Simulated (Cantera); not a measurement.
## Gas-phase reforming

A perfectly stirred reactor is fed with 40.4 % CH₄, 56.6 % CO₂, 2.95 % H₂, at 3300 Torr; it is held at 1400 K, and followed from long to short residence time.

Cantera simulation using GRI-Mech 3.0 (53 species, 325 reactions); the numbers are that mechanism's predictions, not measurements.

| τ (s) | x CH₄ | x CO₂ | x H₂ | x CO | x C₂H₆ |
|---|---|---|---|---|---|
| 0.43 | 0.340 | 0.513 | 0.0634 | 0.0299 | 0.000486 |
| 0.22 | 0.368 | 0.540 | 0.0517 | 0.0132 | 0.000559 |
| 0.11 | 0.385 | 0.555 | 0.0418 | 0.00553 | 0.000610 |
| 0.058 | 0.394 | 0.561 | 0.0359 | 0.00251 | 0.000614 |
| 0.030 | 0.399 | 0.564 | 0.0325 | 0.00114 | 0.000566 |
| 0.015 | 0.402 | 0.565 | 0.0308 | 0.000506 | 0.000459 |
| 0.0079 | 0.403 | 0.566 | 0.0301 | 0.000237 | 0.000331 |
| 0.0040 | 0.404 | 0.566 | 0.0298 | 0.000105 | 0.000204 |
| 0.0021 | 0.404 | 0.566 | 0.0296 | 4.94e-5 | 0.000116 |
| 0.0011 | 0.404 | 0.566 | 0.0296 | 2.35e-5 | 6.04e-5 |
| 0.00055 | 0.404 | 0.566 | 0.0295 | 1.06e-5 | 2.77e-5 |
x: mole fraction; the columns are a selection and need not sum to one.
